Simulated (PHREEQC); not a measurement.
Solution (94 °C): 0.034 mol/kgw H2S, 0.00019 mol/kgw HCl and 0.014 mol/kgw ZnCl2. Closed to the air; pH follows from the charge balance.

Model: ion-association model, phreeqc.dat, run in PHREEQC.

| Quantity | Result |
|---|---|
| pH | 1.68 |
| ionic strength | 0.0289 mol/kgw |
| specific conductance | 27900 µS/cm |
| total alkalinity | -0.190 meq/kg |

| species | molality | activity | log γ |
|---|---|---|---|
| Cl- | 0.0276 | 0.0228 | -0.083 |
| H+ | 0.0243 | 0.0208 | -0.066 |
| Zn(HS)2 | 0.0120 | 0.0121 | 0.003 |
| H2S | 0.00993 | 0.01000 | 0.003 |
| Zn+2 | 0.00137 | 0.000666 | -0.312 |
| ZnCl+ | 0.000584 | 0.000484 | -0.082 |
| ZnCl2 | 1.44e-5 | 1.45e-5 | 0.003 |
| ZnCl3- | 6.25e-7 | 5.18e-7 | -0.082 |
| HS- | 1.75e-7 | 1.45e-7 | -0.084 |
| Zn(HS)3- | 3.05e-8 | 2.53e-8 | -0.081 |
| ZnCl4-2 | 1.89e-8 | 9.23e-9 | -0.312 |
| ZnOH+ | 2.96e-9 | 2.46e-9 | -0.081 |

This is a speciation only: nothing precipitates in the calculation. Examples of supersaturated solids here: Sphalerite (slow to form). Others may be too. Species that the database lacks are ignored. Away from 25 °C the constants follow the database's enthalpies or fits; those with neither stay at their 25 °C values.
